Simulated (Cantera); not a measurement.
Feed: 1 mol Si3N4, 12 mol Cl2, at 1498 K and 13.3 mbar.

Method: chemical equilibrium by Gibbs-energy minimisation in Cantera with the NASA 1993 tables (ideal gas, pure condensed phases). Candidate condensed phases: Si, Si3N4; 13 gas species. The tables' values for SiCl3 are old estimates; treat these amounts as uncertain. Equilibrium is a limit: real reactors are often held back by kinetics, nucleation or transport.

Base state: Cl2 0.325, Cl 0.285, SiCl4 0.234, N2 0.156, SiCl3 0.000106 (mole fractions); condensed: gas only.

Problem. What changes in the equilibrium state with this change: temperature from 1498 K to 1425 K?

Solution. 
| species | before | after |
|---|---|---|
| Cl2 | 0.325 | 0.400 |
| SiCl4 | 0.234 | 0.247 |
| Cl | 0.285 | 0.188 |
| N2 | 0.156 | 0.165 |
| SiCl3 | 0.000106 | 3.37e-5 |
